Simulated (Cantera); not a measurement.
Feed: 1 mol MgO, 2.1 mol SO2, 4.7 mol N2, held at 1502 °C and 13.3 mbar.

Equilibrium computed with Cantera from the NASA thermochemical tables; the gas is ideal and each condensed phase is pure. Candidate condensed phases: Mg, MgO, MgS, MgSO4, S; 22 gas species. Rates play no part.

Base state: N2 0.691, SO2 0.307, SO 0.00154, O2 0.000660, NO 0.000200, O 2.13e-5, SO3 1.05e-5 (mole fractions); condensed: MgO(s).

Task: What changes in the equilibrium state with this change: pressure from 13.3 mbar to 0.230 bar?

Result: 
```csv
species,before,after
N2,0.691,0.691
SO2,0.307,0.308
SO,0.00154,0.000622
O2,0.000660,0.000237
O,2.13e-5,3.08e-6
SO3,1.05e-5,2.62e-5
NO,0.000200,0.000120
"MgO(s), mol",1.000,1.00
```
